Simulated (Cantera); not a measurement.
Charge: 1 mol MgCl₂, 37 mol H₂, 0.54 mol N₂, equilibrated at 1477 °C and 0.0128 Torr.

Equilibrium computed with Cantera from the NASA thermochemical tables; the gas is ideal and each condensed phase is pure. The numbers say what is thermodynamically allowed, not how fast it happens.

```
species    before    after
-------  --------  -------
H₂          0.861    0.483
H          0.0523    0.449
HCl        0.0467   0.0230
Cl        0.00219   0.0158
N₂         0.0133   0.0105
Mg         0.0244   0.0194
MgCl₂    0.000114  9.76e-7
MgCl      5.55e-5  1.01e-5
```
Gas species are given as mole fractions.

Problem. Name the change that produced these shifts.
A) pressure from 0.0128 Torr to 15.0 Torr
B) H₂ from 37 to 1.7 mol
C) H₂ from 37 to 0.17 mol
D) temperature from 1477 °C to 1802 °C

Solution. D, temperature from 1477 °C to 1802 °C
